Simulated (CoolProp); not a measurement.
Vapour-liquid equilibrium of benzene (1) + p-xylene (2) at 1440 kPa; x and y are mole fractions of (1).

Computed with CoolProp (multi-fluid Helmholtz-energy mixture model, Thol 2012 and Zhou 2012; pair parameters Bell 2016).

```csv
x,"bubble temperature, mixture model (°C)","bubble temperature, Raoult's law (°C)","y, mixture model","y, Raoult's law"
0.05,?,268.7,0.092,0.132
0.2,256.2,252.5,0.341,0.429
0.35,?,239.1,?,0.625
0.5,231.3,227.8,0.698,0.762
0.65,220.6,218.1,?,0.859
0.8,211.2,209.7,0.909,0.931
0.95,?,202.4,0.980,0.985
```

Task: What belongs in the gaps?

Result: 
- 0.05, bubble temperature, mixture model (°C): 270.2
- 0.35, bubble temperature, mixture model (°C): 243.2
- 0.35, y, mixture model: 0.542
- 0.65, y, mixture model: 0.817
- 0.95, bubble temperature, mixture model (°C): 202.7

The largest gap from Raoult's law is +4.1 K in bubble temperature, at x = 0.35. No azeotrope shows between x = 0.05 and 0.95.

The pair parameters rest on a limited set of measurements; away from them the model extrapolates.
